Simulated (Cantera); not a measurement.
Thermodynamics of carbon deposition, reforming and gasification, feed C₃H₈ + CO₂ + N₂

Feed: 1 mol C₃H₈, 0.032 mol CO₂, 13 mol N₂, at 13.3 mbar.

Cantera equilibrium calculation (NASA polynomials, part measured and part estimated; ideal gas, pure solids and liquids). Candidate condensed phases: C, C₆H₆, C₇H₈, C₈H₁₈, H₂O; 136 gas species. Equilibrium is a limit: real reactors are often held back by kinetics, nucleation or transport.

| T (°C) | x N₂ | x H₂ | x H | x HCN | n C(graphite) |
|---|---|---|---|---|---|
| 1202 | 0.762 | 0.234 | 5.44e-5 | 0.000373 | 2.96 |
| 1277 | 0.761 | 0.234 | 0.000132 | 0.000628 | 2.96 |
| 1352 | 0.761 | 0.234 | 0.000295 | 0.00101 | 2.95 |
| 1427 | 0.761 | 0.233 | 0.000616 | 0.00154 | 2.94 |
| 1502 | 0.760 | 0.232 | 0.00121 | 0.00228 | 2.93 |
| 1577 | 0.759 | 0.231 | 0.00224 | 0.00326 | 2.91 |
| 1652 | 0.758 | 0.229 | 0.00397 | 0.00452 | 2.88 |
| 1727 | 0.756 | 0.227 | 0.00671 | 0.00611 | 2.85 |
| 1802 | 0.753 | 0.223 | 0.0109 | 0.00803 | 2.81 |
| 1877 | 0.750 | 0.218 | 0.0171 | 0.0103 | 2.76 |
| 1952 | 0.745 | 0.211 | 0.0258 | 0.0129 | 2.70 |
| 2027 | 0.739 | 0.202 | 0.0376 | 0.0159 | 2.63 |
x: gas mole fraction; n: condensed amount in mol.

From 1202 °C to 2027 °C the condensed part is C(graphite). The main C-bearing gas is CO at 1202 °C and HCN at 2027 °C. The share of C in condensed phases is highest at 1202 °C (97.7 %) and lowest at 2027 °C (86.9 %).
